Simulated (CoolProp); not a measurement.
Saturation properties of hydrogen sulfide.

The numbers come from the reference Helmholtz-energy equation of state, Lemmon 2006 in CoolProp. It is a short technical equation, of lower accuracy than the large ones.

| T (K) | p (MPa) | enthalpy of vaporisation (kJ/kg) | vapour Z | surface tension (mN/m) |
|---|---|---|---|---|
| 258.9 | 0.6632 | 485.6 | 0.9151 | 18.8 |
| 262 | 0.7334 | 480.9 | 0.9091 | 18.2 |
| 265.1 | 0.8091 | 476.0 | 0.9028 | 17.6 |
| 268.1 | 0.8876 | 471.2 | 0.8964 | 17.0 |
| 271.2 | 0.9746 | 466.1 | 0.8896 | 16.4 |
| 274.2 | 1.065 | 461.1 | 0.8828 | 15.8 |
| 277.3 | 1.164 | 455.8 | 0.8755 | 15.2 |
| 280.3 | 1.266 | 450.5 | 0.8681 | 14.6 |
| 283.4 | 1.379 | 444.8 | 0.8602 | 14.1 |
| 286.4 | 1.495 | 439.2 | 0.8522 | 13.5 |

It boils at 212.9 K under 1 atm.

Surface tension comes from a separate correlation (Mulero 2012).
